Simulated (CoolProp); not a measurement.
Vapour-liquid equilibrium of C3F8 (R218) (1) + R134a (2) at 2.52 bar; x and y are mole fractions of (1).

Model: multi-fluid Helmholtz-energy mixture model, Lemmon 2006 and Tillner-Roth 1994; pair parameters Bell 2016, in CoolProp.

| x | bubble temperature, mixture model (°C) | bubble temperature, Raoult's law (°C) | y, mixture model | y, Raoult's law |
|---|---|---|---|---|
| 0.05 | -8.5 | -4.7 | 0.185 | 0.071 |
| 0.15 | -13.8 | -5.8 | 0.383 | 0.203 |
| 0.25 | -16.4 | -6.9 | 0.480 | 0.326 |
| 0.35 | -17.7 | -8.0 | 0.537 | 0.440 |
| 0.45 | -18.4 | -9.0 | 0.577 | 0.546 |
| 0.55 | -18.8 | -10.1 | 0.612 | 0.643 |
| 0.65 | -19.0 | -11.1 | 0.651 | 0.733 |
| 0.75 | -18.8 | -12.1 | 0.700 | 0.817 |
| 0.85 | -18.0 | -13.0 | 0.774 | 0.894 |
| 0.95 | -16.1 | -14.0 | 0.900 | 0.966 |

The largest gap from Raoult's law is -9.7 K in bubble temperature, at x = 0.35. y crosses x between x = 0.65 and 0.75: the model has an azeotrope there.

Pair parameters are fitted to limited data, so mixtures are less certain than the pure fluids.
